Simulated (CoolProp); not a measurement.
Vapour-liquid equilibrium of CH2F2 (R32) (1) + fluoroethane (R161) (2) at 13.8 bar; x and y are mole fractions of (1).

Model: multi-fluid Helmholtz-energy mixture model, Tillner-Roth 1997 and Wu 2012; pair parameters Bell 2016, in CoolProp.

| x | bubble temperature (K) | y at the bubble point | dew temperature at overall composition x (K) | liquid density (mol/L) |
|---|---|---|---|---|
| 0.05 | 311.7 | 0.083 | 312.5 | 14.28 |
| 0.125 | 309.1 | 0.193 | 310.7 | 14.60 |
| 0.2 | 306.8 | 0.292 | 309.0 | 14.93 |
| 0.275 | 304.8 | 0.381 | 307.2 | 15.26 |
| 0.35 | 302.9 | ___ | 305.5 | 15.60 |
| 0.425 | ___ | 0.538 | 303.7 | 15.95 |
| 0.5 | ___ | 0.608 | ___ | 16.31 |
| 0.575 | 298.0 | 0.675 | 300.3 | 16.68 |
| 0.65 | 296.6 | 0.738 | 298.6 | 17.06 |
| 0.725 | 295.2 | 0.798 | 296.9 | 17.45 |
| 0.8 | 294.0 | ___ | 295.2 | ___ |
| 0.875 | 292.7 | 0.912 | 293.5 | ___ |
| 0.95 | 291.5 | 0.966 | ___ | 18.74 |

### Question
Fill in the missing entries.

### Answer

- 0.35, y at the bubble point: 0.462
- 0.425, bubble temperature (K): 301.1
- 0.5, bubble temperature (K): 299.5
- 0.5, dew temperature at overall composition x (K): 302.0
- 0.8, y at the bubble point: 0.856
- 0.8, liquid density (mol/L): 17.87
- 0.875, liquid density (mol/L): 18.29
- 0.95, dew temperature at overall composition x (K): 291.9

No azeotrope shows between x = 0.05 and 0.95.

The pair parameters rest on a limited set of measurements; away from them the model extrapolates.
